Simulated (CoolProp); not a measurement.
Cyclohexane along the isotherm 620 K: density (kg/m³) from the reference equation and from simpler models built on Tc = 553.6 K, pc = 40.81 bar, ω = 0.209; each cubic takes its own stable root.

Computed with CoolProp (reference Helmholtz-energy equation of state, Zhou 2014).

```csv
p (bar),phase,reference
1.29,gas,2.122
1.95,gas,3.220
2.94,gas,4.884
4.43,gas,7.426
6.68,gas,11.36
10.1,gas,17.55
15.2,gas,27.35
22.9,gas,43.67
34.6,gas,73.16
52.2,supercritical,135.6
78.8,supercritical,286.7
119,supercritical,405.3
179,supercritical,469.9
270,supercritical,519.4
408,supercritical,563.5
```

How far does each simpler model (ideal gas, van der Waals, Redlich-Kwong, Soave-Redlich-Kwong, Peng-Robinson) lie from the reference over these 15 states: mean and median of the absolute difference, and the worst?


- ideal gas: mean 18.5 %, median 14.4 %, worst -55.1 % at 620 K and 78.8 bar
- van der Waals: mean 6.3 %, median 0.3 %, worst -22.5 % at 620 K and 408 bar
- Redlich-Kwong: mean 1.5 %, median 0.5 %, worst -6.6 % at 620 K and 119 bar
- Soave-Redlich-Kwong: mean 2.9 %, median 0.5 %, worst -11.4 % at 620 K and 78.8 bar
- Peng-Robinson: mean 2.1 %, median 1.4 %, worst +8.1 % at 620 K and 408 bar
